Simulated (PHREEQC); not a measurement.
Dissolve 0.00039 mol H2SeO3, 0.1 mol NaOH and 1.32 mol NaCl per kg of water at 20 °C. Closed to the air; pH follows from the charge balance.

All values are PHREEQC results (ion-association model, wateq4f.dat), not measurements.

Q: The ionic strength comes out as 1.42 mol/kgw. What activity coefficients do SeO3-2, OH-, Na+, Cl- get?

A: SeO3-2 0.58, OH- 0.56, Na+ 0.74, Cl- 0.58.

This is a speciation only: nothing precipitates in the calculation. Ionic strength above about 0.7 mol/kgw puts this run outside the model's range.
